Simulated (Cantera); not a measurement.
Mixture: CH4 : H2 : O2 : N2 = 1 : 0.05 : 2.47 : 9.29 (molar parts), at 4.93 atm, adiabatic and at constant volume. Ignition delay is the time to a rise of 400 K.

Computed with Cantera and GRI-Mech 3.0 (53 species, 325 reactions).

Task: What does this change do: CH4 1 to 1.5 parts?

Result: 
| quantity | before | after |
|---|---|---|
| delay at 1048 K | 25.1 ms | 35.9 ms |
| delay at 1148 K | 8.25 ms | 12.1 ms |
| delay at 1248 K | 2.85 ms | 3.99 ms |
| delay at 1348 K | 1.00 ms | 1.35 ms |
| apparent activation energy between 1298 and 1398 K | 150 kJ/mol | 160 kJ/mol |

Task: What does this change do: N2 9.29 to 14 parts?

Result: 
```csv
quantity,before,after
delay at 1048 K,25.1 ms,35.4 ms
delay at 1148 K,8.25 ms,12.1 ms
delay at 1248 K,2.85 ms,4.23 ms
delay at 1348 K,1.00 ms,1.49 ms
apparent activation energy between 1298 and 1398 K,150 kJ/mol,150 kJ/mol
```
